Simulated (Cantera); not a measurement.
A closed system holds: 1 mol Cr₂O₃, 12 mol H₂, held at 1575 °C and 0.0100 bar.

Equilibrium computed with Cantera from the NASA thermochemical tables; the gas is ideal and each condensed phase is pure. Candidate condensed phases: Cr, Cr₂O₃, H₂O; 13 gas species. The numbers say what is thermodynamically allowed, not how fast it happens.

Base state: H₂ 0.973, H₂O 0.0128, Cr 0.00853, H 0.00524, CrO 6.30e-5 (mole fractions); condensed: Cr₂O₃(s).

### Question
What changes in the equilibrium state with this change: temperature from 1575 °C to 1777 °C?

### Answer
```tsv
species	before	after
H₂	0.973	0.892
H₂O	0.0128	0.0515
Cr	0.00853	0.0340
H	0.00524	0.0214
CrO₂	3.16e-7	2.87e-5
OH	5.08e-6	0.000135
CrO	6.30e-5	0.00140
Cr₂O₃(s), mol	0.948	0.777
```
